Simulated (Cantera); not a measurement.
An isothermal, constant-pressure homogeneous reactor starts with N2O : O2 = 1 : 0.89 (molar parts), at 1300 K and 0.0132 atm.

Computed with Cantera and GRI-Mech 3.0 (53 species, 325 reactions). GRI-Mech 3.0 was tuned for natural gas; its chemistry of N2O as a main component is partial and can be far from experiment. Radical loss at walls, strong at low pressure, is not modelled. The mechanism lacks the step 2 NO + O2 → 2 NO2, which can matter for NO2 below about 1400 K. The temperature is held fixed by assumption; the heat of reaction is taken as removed at once.

Task: Predict: x(N2O) at 100 s; x(O2) at 100 s; x(NO) at 100 s; x(NO2) at 100 s; x(O) at 100 s; x(N2) at 100 s.

Result: 
- x(N2O) at 100 s = 0.00466 (gas-phase equilibrium 2.69e-9)
- x(O2) at 100 s = 0.550 (gas-phase equilibrium 0.581)
- x(NO) at 100 s = 0.0610 (gas-phase equilibrium 0.000482)
- x(NO2) at 100 s = 3.49e-5 (gas-phase equilibrium 1.00e-6)
- x(O) at 100 s = 5.05e-6 (gas-phase equilibrium 1.18e-6)
- x(N2) at 100 s = 0.384 (gas-phase equilibrium 0.418)
